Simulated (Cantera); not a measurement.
A Cantera script and its output.

```python
import numpy as np
import cantera as ct

gas = ct.Solution("gri30.yaml")
gas.TPX = 1375, 8500, {'N2O': 1, 'O2': 1}
reactor = ct.IdealGasConstPressureReactor(gas, energy="off", clone=False)
net = ct.ReactorNet([reactor])
net.rtol, net.atol = 1e-08, 1e-18
show = ['N2O', 'O2', 'NO', 'O', 'NO2']
times = np.geomspace(5e-05, 50, 12)

steps = ct.SolutionArray(gas, extra=["t"])
rows = []
print(f"{'t/s':>10s}{'T/K':>9s}{'P/Pa':>11s}" + "".join(f"{s:>11s}" for s in show))
for t in times:
    while net.time < t:
        t_next = net.step()
        steps.append(gas.state, t=t_next)
    rows.append([np.interp(t, steps.t, y) for y in (steps.T, steps.P, *steps(*show).X.T)])
    print(f"{t:10.3e}{rows[-1][0]:9.1f}{rows[-1][1]:11.4g}" + "".join(f"{x:11.3e}" for x in rows[-1][2:]))
rate = np.gradient(steps.T, steps.t)
print("integrator steps:", len(steps.t))
if steps.T.max() > steps.T[0] + 200:
    print(f"time of steepest temperature rise: {steps.t[rate.argmax()]:.4e} s")
gas.TPX = 1375, 8500, {'N2O': 1, 'O2': 1}
gas.equilibrate("TP")
print(f"equilibrium (TP): T = {gas.T:.1f} K  " + "  ".join(f"{s} {gas[s].X[0]:.3e}" for s in show))
```

Result:

```
       t/s      T/K       P/Pa        N2O         O2         NO          O        NO2
 5.000e-05   1375.0       8500  5.000e-01  5.000e-01  1.089e-06  8.768e-06  6.308e-13
 1.756e-04   1375.0       8500  4.999e-01  5.000e-01  8.935e-06  1.694e-05  3.022e-11
 6.164e-04   1375.0       8500  4.997e-01  5.000e-01  4.623e-05  1.918e-05  7.406e-10
 2.164e-03   1375.0       8500  4.988e-01  5.001e-01  1.799e-04  1.919e-05  1.082e-08
 7.600e-03   1375.0       8500  4.956e-01  5.005e-01  6.469e-04  1.918e-05  1.264e-07
 2.668e-02   1375.0       8500  4.847e-01  5.019e-01  2.258e-03  1.918e-05  1.125e-06
 9.369e-02   1375.0       8500  4.486e-01  5.065e-01  7.580e-03  1.914e-05  6.177e-06
 3.290e-01   1375.0       8500  3.448e-01  5.196e-01  2.284e-02  1.897e-05  2.163e-05
 1.155e+00   1375.0       8500  1.474e-01  5.447e-01  5.151e-02  1.808e-05  5.207e-05
 4.056e+00   1375.0       8500  1.266e-02  5.627e-01  6.934e-02  9.958e-06  8.945e-05
 1.424e+01   1375.0       8500  4.805e-05  5.649e-01  6.986e-02  1.696e-06  2.651e-04
 5.000e+01   1375.0       8500  1.296e-06  5.649e-01  6.980e-02  1.654e-06  2.699e-04
integrator steps: 1067
equilibrium (TP): T = 1375.0 K  N2O 1.011e-08  O2 5.996e-01  NO 7.597e-04  O 1.702e-06  NO2 3.030e-06
```

Computed with Cantera and GRI-Mech 3.0 (53 species, 325 reactions). GRI-Mech 3.0 was tuned for natural gas; its chemistry of N2O as a main component is partial and can be far from experiment. The mechanism lacks the step 2 NO + O2 → 2 NO2, which can matter for NO2 below about 1400 K. The temperature is held fixed by assumption; the heat of reaction is taken as removed at once.
